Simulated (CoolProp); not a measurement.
Model: reference Helmholtz-energy equation of state, Lemmon 2006, in CoolProp. It is a short technical equation, of lower accuracy than the large ones.

For carbon monoxide, give the phase and the cp (kJ/(kg K)), cv (kJ/(kg K)), speed of sound (m/s) at 329.8 K and 0.241 MPa.


- 329.8 K and 0.241 MPa: gas; cp 1.05, cv 0.745, speed of sound 370
